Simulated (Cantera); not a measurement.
**Low-pressure radical oxidation in H2/O2**

An isothermal, constant-pressure homogeneous reactor starts with H2 : O2 = 0.007 : 1 (molar parts), equivalence ratio 0.0035, at 1200 K and 0.00178 atm.

Detailed kinetics in Cantera: GRI-Mech 3.0 (53 species, 325 reactions). Radical loss at walls, strong at low pressure, is not modelled.

```
t (s)       x H2   x O2     x HO2     x H2O       x H       x O    x H2O2
-------  -------  -----  --------  --------  --------  --------  --------
0.00100  0.00695  0.993  8.56e-10  6.82e-11  2.97e-10  6.27e-10    <1e-12
0.00188  0.00695  0.993   1.61e-9  3.18e-10  3.91e-10   1.54e-9    <1e-12
0.00355  0.00695  0.993   3.04e-9   1.41e-9  5.97e-10   3.85e-9    <1e-12
0.00669  0.00695  0.993   5.73e-9   6.50e-9   1.20e-9   1.10e-8  1.43e-12
0.0126   0.00695  0.993   1.08e-8   3.73e-8   3.88e-9   4.42e-8  4.97e-12
0.0237   0.00695  0.993   2.04e-8   4.02e-7   3.16e-8   3.90e-7  1.71e-11
0.0447   0.00692  0.993   4.38e-8   2.09e-5   1.56e-6   1.94e-5  5.97e-11
0.0843   0.00172  0.988   1.64e-7   0.00436  0.000389   0.00396   9.51e-9
0.159    2.53e-5  0.986   9.18e-8   0.00652  0.000234   0.00622   1.93e-9
0.299    2.09e-5  0.986   8.88e-8   0.00654  0.000223   0.00618   1.79e-9
0.563    2.05e-5  0.987   8.80e-8   0.00655  0.000217   0.00606   1.79e-9
1.06     1.98e-5  0.987   8.66e-8   0.00656  0.000206   0.00585   1.79e-9
2.00     1.86e-5  0.987   8.40e-8   0.00658  0.000186   0.00547   1.78e-9
```
x: mole fraction; the columns are a selection and need not sum to one.

Equilibrium at this temperature and pressure: H2 2.11e-9, O2 0.993, HO2 2.34e-9, H2O 0.00697, H 2.15e-10, O 5.92e-7, H2O2 7.06e-12 (gas phase only).
